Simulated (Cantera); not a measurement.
Feed: 1 mol SiCl4, 1.3 mol HCl, a varied amount of H2, held at 1025 K and 0.460 bar.

These are equilibrium values from Cantera (NASA tables, ideal gas, pure condensed phases), not measurements of a reactor. Candidate condensed phases: Si; 19 gas species. The tables' values for SiCl3 are old estimates; treat these amounts as uncertain. Kinetics and transport are ignored.

Task: At 4.9 mol H2, list the 4 most abundant gas species with their mole fractions, and the condensed phases.

Result: H2 0.676, HCl 0.185, SiCl4 0.134, SiHCl3 0.00422. Condensed: gas only.
